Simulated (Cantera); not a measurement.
Cantera run, input and output.

```python
import numpy as np
import cantera as ct

gas = ct.Solution("gri30.yaml")
gas.TPX = 1275, 740, {'C2H6': 1, 'N2': 120}
inlet = ct.Reservoir(gas, clone=True)

reactor = ct.IdealGasConstPressureReactor(gas, energy="off", clone=False)
exhaust = ct.Reservoir(gas, clone=True)
tau = [1.4, 0.69, 0.34, 0.17, 0.085, 0.042, 0.021, 0.01, 0.0051, 0.0025, 0.0013][0]
for a, b in ((inlet, reactor), (reactor, exhaust)):
    ct.MassFlowController(a, b, mdot=lambda t: reactor.mass / tau)
net = ct.ReactorNet([reactor])
show = ['C2H6', 'C2H', 'HCN', 'C2H4', 'CH2', 'H']

rows = []
print(f"{'tau/s':>10s}{'T/K':>9s}" + "".join(f"{s:>11s}" for s in show))
for tau in [1.4, 0.69, 0.34, 0.17, 0.085, 0.042, 0.021, 0.01, 0.0051, 0.0025, 0.0013]:
    net.initial_time = 0.0
    net.advance(30 * tau)
    before = gas.X
    net.advance(40 * tau)
    drift = np.max(np.abs(gas.X - before) / (gas.X + 1e-9))
    rows.append([gas.T, *gas[show].X, drift])
    print(f"{tau:10.3e}{gas.T:9.1f}" + "".join(f"{x:11.3e}" for x in gas[show].X))
```

Result:

```
     tau/s      T/K       C2H6        C2H        HCN       C2H4        CH2          H
 1.400e+00   1275.0  7.554e-04  3.040e-09  8.901e-08  2.574e-03  8.526e-08  2.036e-05
 6.900e-01   1275.0  1.399e-03  2.444e-09  7.185e-08  3.353e-03  1.177e-07  2.019e-05
 3.400e-01   1275.0  2.507e-03  1.602e-09  5.514e-08  3.650e-03  1.488e-07  1.884e-05
 1.700e-01   1275.0  4.062e-03  8.340e-10  3.989e-08  3.131e-03  1.641e-07  1.649e-05
 8.500e-02   1275.0  5.730e-03  3.414e-10  2.682e-08  2.046e-03  1.533e-07  1.356e-05
 4.200e-02   1275.0  7.042e-03  1.046e-10  1.540e-08  9.997e-04  1.143e-07  1.022e-05
 2.100e-02   1275.0  7.782e-03  2.189e-11  6.401e-09  3.749e-04  6.266e-08  6.753e-06
 1.000e-02   1275.0  8.121e-03  1.549e-12  1.163e-09  9.407e-05  2.103e-08  3.369e-06
 5.100e-03   1275.0  8.222e-03  2.221e-14  6.667e-11  1.851e-05  5.021e-09  1.256e-06
 2.500e-03   1275.0  8.250e-03  7.110e-17  8.227e-13  2.499e-06  7.820e-10  3.244e-07
 1.300e-03   1275.0  8.258e-03  3.587e-19  9.270e-15  3.749e-07  1.237e-10  8.394e-08
```

Computed with Cantera and GRI-Mech 3.0 (53 species, 325 reactions). GRI-Mech 3.0 stops at C3 and has no aromatics, soot or wall deposition, so with more carbon than oxygen in the feed, carbon stays in small species such as C2H2 where larger ones or solid carbon would form. Radical loss at walls, strong at low pressure, is not modelled.
